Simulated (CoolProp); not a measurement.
Vapour-liquid equilibrium of R125 (1) + R236FA (2) at -71.75 °C; x and y are mole fractions of (1).

Computed with CoolProp (multi-fluid Helmholtz-energy mixture model, Lemmon 2005 and Pan 2012; pair parameters Bell 2016).

| x | bubble pressure (MPa) | y at the bubble point | dew pressure at overall composition x (MPa) | liquid density (mol/L) |
|---|---|---|---|---|
| 0.05 | 0.002821 | 0.511 | 0.001521 | 10.95 |
| 0.15 | 0.005494 | 0.774 | 0.001690 | 11.17 |
| 0.25 | 0.008093 | 0.864 | 0.001901 | 11.40 |
| 0.35 | 0.01064 | 0.909 | 0.002172 | 11.63 |
| 0.45 | 0.01315 | 0.937 | 0.002534 | 11.86 |
| 0.55 | 0.01563 | 0.956 | 0.003040 | 12.11 |
| 0.65 | 0.01812 | 0.970 | 0.003797 | 12.36 |
| 0.75 | 0.02060 | 0.981 | 0.005054 | 12.62 |
| 0.85 | 0.02311 | 0.990 | 0.007545 | 12.88 |
| 0.95 | 0.02564 | 0.997 | 0.01471 | 13.16 |

No azeotrope shows between x = 0.05 and 0.95.

The pair parameters rest on a limited set of measurements; away from them the model extrapolates.
